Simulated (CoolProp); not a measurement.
Isopentane along the isobar 40.2 bar: density (kg/m³) from the reference equation and from simpler models built on Tc = 460.3 K, pc = 33.78 bar, ω = 0.227; each cubic takes its own stable root.

Computed with CoolProp (reference Helmholtz-energy equation of state, Lemmon 2006). It is a short technical equation, of lower accuracy than the large ones.

```
T (K)          phase  reference  van der Waals  Peng-Robinson
-----  -------------  ---------  -------------  -------------
376.7         liquid      534.5          341.7          553.6
392.1         liquid      513.9          329.7          527.0
407.5         liquid      491.0          316.3          496.6
422.9         liquid      464.8          301.1          461.1
438.4         liquid      432.7          283.0          417.5
453.8         liquid      389.5          260.2          359.5
469.2  supercritical      293.7          226.5          255.6
484.6  supercritical      143.3          158.5          146.0
500    supercritical      115.9          122.6          118.7
```
